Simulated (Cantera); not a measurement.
Charge: 1 mol BCl₃, 2.2 mol H₂O, 130 mol N₂, at 90.0 Torr.

These are equilibrium values from Cantera (NASA tables, ideal gas, pure condensed phases), not measurements of a reactor. Candidate condensed phases: B, BN, B₂O₃, B₃O₃H₃, H₂O, NH₄Cl; 49 gas species. The tables' values for BOCl are old estimates; treat these amounts as uncertain. Gases not in the tables: H₃BO₃. Kinetics and transport are ignored. All values below are at 1523 K.

Base state: N₂ 0.970, HCl 0.0222, HBO₂ 0.00462, H₂O 0.00292, B₂O₃ 0.000287, Cl 0.000140, H₂ 7.23e-5, BOCl 2.89e-5 (mole fractions); condensed: B₂O₃(l).

Task: What changes in the equilibrium state with this change: BCl₃ replaced by B₂H₆?

Result: 
```csv
species,before,after
N₂,0.970,0.961
H₂,7.23e-5,0.0378
HBO₂,0.00462,0.00102
HCl,0.0222,0
Cl,0.000140,0
BOCl,2.89e-5,0
HBO,7.19e-8,0.000171
H,5.67e-7,1.30e-5
H₂O,0.00292,0.000142
"B₂O₃(l), mol",0.150,0.588
"BN(s), mol",0,0.584
```
The feed counts by its element totals alone. Mutual solubility and eutectic melting of coexisting phases are not modelled.

Task: What changes in the equilibrium state with this change: BCl₃ replaced by BF₃?

Result: 
| species | before | after |
|---|---|---|
| N₂ | 0.970 | 0.969 |
| HF | 0 | 0.0157 |
| H₂O | 0.00292 | 0.00798 |
| HCl | 0.0222 | 0 |
| BOF | 0 | 0.00619 |
| BF₃ | 0 | 0.000156 |
| Cl | 0.000140 | 0 |
| BOCl | 2.89e-5 | 0 |
| B₂O₃(l), mol | 0.150 | 0 |
